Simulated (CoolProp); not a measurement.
200 sccm (0 °C, 1 atm) of nitrogen bubbles through liquid n-heptane at 320.8 K and leaves saturated at a total pressure of 0.15 MPa (ideal gas phase). Each further row changes one setting.

Values from CoolProp's reference Helmholtz-energy equation of state, Span 2003. It is a short technical equation, of lower accuracy than the large ones.

| case | vapour pressure (kPa) | mole fraction of vapour | delivery (mg/min) | delivery (sccm) | change of delivery for a bath 1 K warmer (%) |
|---|---|---|---|---|---|
| as stated | 17.1 | 0.114 | 115 | 25.8 | 4.8 |
| bath temperature 325.8 K | 21.0 | 0.140 | 146 | 32.6 | 4.8 |
| total pressure 0.3 MPa | 17.1 | 0.0571 | 54.1 | 12.1 | 4.5 |
